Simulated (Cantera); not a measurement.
Cantera run:

```python
import numpy as np
import cantera as ct

gas_names = """
    ZrO2 H2 OH
""".split()
cond_names = """
    Zr(a) Zr(b) Zr(L)
""".split()


def load(file, names, dense=False):
    # The tables refer to 1 bar. Condensed volumes are neglected.
    table = {s.name: s for s in ct.Species.list_from_file(file)}
    out = []
    for n in names:
        d = dict(table[n].input_data)
        d["thermo"] = dict(d["thermo"], **{"reference-pressure": 1e5})
        if dense:
            d["equation-of-state"] = {"model": "constant-volume", "density": "1e6 g/cm^3"}
        out.append(ct.Species.from_dict(d))
    return out


species = {s.name: s for s in load("nasa_gas.yaml", gas_names) + load("nasa_condensed.yaml", cond_names)}
# Each term lists the table entries of one substance; the one whose range holds T is used.
reactions = {
    'ZrO2(g) + H2(g) = Zr + 2 OH(g)':
        [(-1, ['ZrO2']), (-1, ['H2']), (1, ['Zr(a)', 'Zr(b)', 'Zr(L)']), (2, ['OH'])],
}


def pick(names, T):
    return next(species[n] for n in names if species[n].thermo.min_temp <= T <= species[n].thermo.max_temp)


results = []
for label, terms in reactions.items():
    print(label)
    print("     T/K   dH/kJ  dS/(J/K)   dG/kJ   log10 K")
    for T in [300, 998, 1198, 1398, 1598, 1798, 1998, 2198, 2398, 2598, 2798]:
        used = [(nu, pick(names, T)) for nu, names in terms]
        dH = sum(nu * s.thermo.h(T) for nu, s in used) / 1e6
        dS = sum(nu * s.thermo.s(T) for nu, s in used) / 1e3
        dG = dH - T * dS / 1e3
        logK = -dG * 1e6 / (ct.gas_constant * T * np.log(10))
        results.append((label, T, dH, dS, dG, logK, [s.name for _, s in used]))
        print(f"{T:8g} {dH:8.1f} {dS:8.1f} {dG:8.1f} {logK:8.2f}")
```

Output:

```
ZrO2(g) + H2(g) = Zr + 2 OH(g)
     T/K   dH/kJ  dS/(J/K)   dG/kJ   log10 K
     300    364.9      2.0    364.3   -63.43
     998    368.3      8.3    360.0   -18.84
    1198    373.5     13.0    358.0   -15.61
    1398    374.5     13.7    355.3   -13.28
    1598    375.7     14.6    352.5   -11.52
    1798    377.4     15.5    349.5   -10.15
    1998    379.5     16.6    346.3    -9.05
    2198    403.5     27.9    342.1    -8.13
    2398    407.5     29.7    336.3    -7.33
    2598    411.5     31.3    330.2    -6.64
    2798    415.6     32.8    323.8    -6.04
```

Standard-state values (1 bar) from the NASA 1993 polynomials, evaluated with Cantera. Condensed species are held in their standard states even where they would react or evaporate.
